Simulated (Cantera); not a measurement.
Cantera run, input and output.

```python
import numpy as np
import cantera as ct

gas = ct.Solution("gri30.yaml")
gas.TPX = 723, 13332, {'CH4': 1, 'O2': 1.67, 'N2': 6.67}
flame = ct.FreeFlame(gas, width=0.16)
flame.set_refine_criteria(ratio=3, slope=0.08, curve=0.16)
flame.transport_model = "mixture-averaged"
flame.solve(loglevel=0, auto=True)
flame.transport_model = "multicomponent"
flame.soret_enabled = True
flame.solve(loglevel=0, refine_grid=True)
z, T = flame.grid, flame.T
thick = (T[-1] - T[0]) / np.gradient(T, z).max()
show = ['CH4', 'O2', 'CH2O', 'H', 'CH2', 'CO2']
print(f"laminar burning velocity  {flame.velocity[0] * 100:.3f} cm/s")
print(f"burnt temperature         {T[-1]:.1f} K")
print(f"thermal thickness         {thick * 1e3:.4f} mm")
print(f"grid points               {len(z)}")
z0 = z[flame.heat_release_rate.argmax()]
print(f"{'z/mm':>9s}{'T/K':>9s}{'u/(m/s)':>9s}" + "".join(f"{s:>11s}" for s in show))
rows = []
for k in (-3, -2, -1.5, -1, -0.5, -0.25, 0, 0.25, 0.5, 1, 2, 4, 8):
    zz = z0 + k * thick
    rows.append([k * thick, np.interp(zz, z, T), np.interp(zz, z, flame.velocity),
                 *(np.interp(zz, z, flame.X[gas.species_index(s)]) for s in show)])
    print(f"{rows[-1][0] * 1e3:9.3f}{rows[-1][1]:9.1f}{rows[-1][2]:9.3f}" + "".join(f"{x:11.3e}" for x in rows[-1][3:]))
```

It prints:

```
laminar burning velocity  226.620 cm/s
burnt temperature         2314.4 K
thermal thickness         1.9597 mm
grid points               151
     z/mm      T/K  u/(m/s)        CH4         O2       CH2O          H        CH2        CO2
   -5.879    723.2    2.269  1.069e-01  1.786e-01  4.335e-07  7.867e-08  1.017e-13  1.084e-07
   -3.919    725.0    2.280  1.064e-01  1.781e-01  6.091e-06  1.529e-06  2.574e-11  2.156e-06
   -2.940    732.4    2.310  1.052e-01  1.772e-01  2.365e-05  8.890e-06  5.850e-10  1.454e-05
   -1.960    782.5    2.486  9.989e-02  1.733e-01  1.129e-04  6.333e-05  1.508e-08  1.680e-04
   -0.980   1111.9    3.600  7.178e-02  1.447e-01  7.577e-04  6.119e-04  2.328e-06  2.485e-03
   -0.490   1480.3    4.877  3.920e-02  1.040e-01  1.249e-03  2.261e-03  3.424e-05  7.202e-03
    0.000   1830.1    6.120  1.074e-02  5.772e-02  8.253e-04  6.647e-03  1.095e-04  1.501e-02
    0.490   1994.9    6.707  1.287e-03  2.854e-02  2.128e-04  1.220e-02  5.226e-05  2.424e-02
    0.980   2033.8    6.834  8.656e-05  1.632e-02  2.150e-05  1.587e-02  5.863e-06  3.261e-02
    1.960   2049.8    6.864  3.414e-07  1.025e-02  1.003e-07  1.833e-02  2.867e-08  4.267e-02
    3.919   2062.1    6.886  4.430e-11  8.764e-03  6.914e-11  1.878e-02  4.366e-12  4.851e-02
    7.839   2076.9    6.926  6.960e-15  8.258e-03  5.501e-11  1.805e-02  9.875e-16  4.978e-02
   15.678   2100.9    6.993  8.592e-18  7.655e-03  5.594e-11  1.653e-02  1.283e-16  5.022e-02
```

Detailed kinetics in Cantera: GRI-Mech 3.0 (53 species, 325 reactions). Burning velocities carry a grid error of a few per cent, more on coarse grids.
